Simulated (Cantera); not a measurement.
## Aluminium nitride and oxide growth: Al(CH₃)₃ + N₂O + H₂

Input: 1 mol Al(CH₃)₃, 30 mol N₂O, 1.6 mol H₂, equilibrated at 1575 °C and 2900 Pa.

These are equilibrium values from Cantera (NASA tables, ideal gas, pure condensed phases), not measurements of a reactor. Candidate condensed phases: Al, AlN, Al₂O₃, C, C₆H₆, C₇H₈, C₈H₁₈, H₂O; 148 gas species. The feed counts by its element totals alone. The numbers say what is thermodynamically allowed, not how fast it happens.

- x(N₂): 0.632
- x(O₂): 0.171
- x(H₂O): 0.127
- x(CO₂): 0.0631
- x(NO): 0.00393
- x(OH): 0.00238
- x(O): 0.000460
- x(CO): 0.000300
- x(H₂): 0.000151
- n(Al₂O₃(s)): 0.500 mol
- gas amount: 47.35 mol
- log10 activity of C(graphite) (absent): -11.63
- log10 activity of Al(l) (absent): -13.57
